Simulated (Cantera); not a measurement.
A Cantera script and what it prints.

```python
import numpy as np
import cantera as ct

gas_names = """
    B BF BF2 BF3 BO BOF BOF2 BO2 B2 B2O B2O2 B2O3 B3O3F3 F FO FO2 F2 F2O O O2 O3
""".split()
cond_names = """
    B(b) B(L) B2O3(L)
""".split()


# ... load() reads the species with a 1 bar reference pressure and builds the phases ...
atoms = {
    'BF3': {'B': 1, 'F': 3},
    'O2': {'O': 2},
}
top_T = {}  # K; cautious upper limits of use, not melting points


# ... equilibrate(T, P, feed) seeds the gas with the atoms and calls Mixture.equilibrate('TP', solver="vcs", rtol=1e-11, max_steps=5000) ...
results = []
feed = {'BF3': 1, 'O2': 0.77}  # mol
T = 1298  # K
P = 49000  # Pa
mix = equilibrate(T, P, feed)
results.append((T, P, feed, dict(zip(mix.species_names, mix.species_moles))))
x = sorted(zip(gas.X, gas.species_names), reverse=True)
print(f"T = {T:g} K  P = {P:g} Pa  gas = {mix.phase_moles(0):.4g} mol")
print("   x: " + "  ".join(f"{s} {v:.3e}" for v, s in x if v > 1e-05))
print("   condensed (mol): " + ("  ".join(f"{mix.phase(i).name} {mix.phase_moles(i):.4g}"
      for i in range(1, mix.n_phases) if mix.phase_moles(i) > 1e-12) or "none"))
```

Output:

```
T = 1298 K  P = 49000 Pa  gas = 1.77 mol
   x: BF3 5.650e-01  O2 4.350e-01
   condensed (mol): none
```

Equilibrium computed with Cantera from the NASA thermochemical tables; the gas is ideal and each condensed phase is pure.
